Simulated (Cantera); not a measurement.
Cantera with NASA thermochemical tables; ideal gases at 1 bar, condensed phases pure. Values are per mole of reaction as written; species without (g) are pure solids or liquids, kept so even where they would boil at 1 bar.

0.8 V + O₂(g) → 0.4 V₂O₅, with ΔH° = -620.2 kJ and ΔS° = -176.0 J/K at 300 K.

Question: How far is the shortcut ΔG° ≈ ΔH°(300 K) − T·ΔS°(300 K) from the full temperature-dependent value at 1498, 1598, 1698, 1798, 1898, 1998, 2098, 2198, 2298, 2398, 2498 K?

Answer: 
```csv
T (K),shortcut (kJ),full (kJ),difference (kJ),difference in log10 K,condensed phases
1498,-356.5,-385.4,28.9,-1.01,"V(s), V₂O₅(l)"
1598,-338.9,-372.5,33.6,-1.10,"V(s), V₂O₅(l)"
1698,-321.3,-359.8,38.5,-1.18,"V(s), V₂O₅(l)"
1798,-303.7,-347.1,43.4,-1.26,"V(s), V₂O₅(l)"
1898,-286.1,-334.4,48.3,-1.33,"V(s), V₂O₅(l)"
1998,-268.5,-321.8,53.3,-1.39,"V(s), V₂O₅(l)"
2098,-250.9,-309.2,58.3,-1.45,"V(s), V₂O₅(l)"
2198,-233.3,-296.5,63.2,-1.50,"V(l), V₂O₅(l)"
2298,-215.7,-283.1,67.4,-1.53,"V(l), V₂O₅(l)"
2398,-198.1,-269.7,71.6,-1.56,"V(l), V₂O₅(l)"
2498,-180.5,-256.3,75.8,-1.59,"V(l), V₂O₅(l)"
```
The shortcut ignores heat capacities and the phase changes listed.
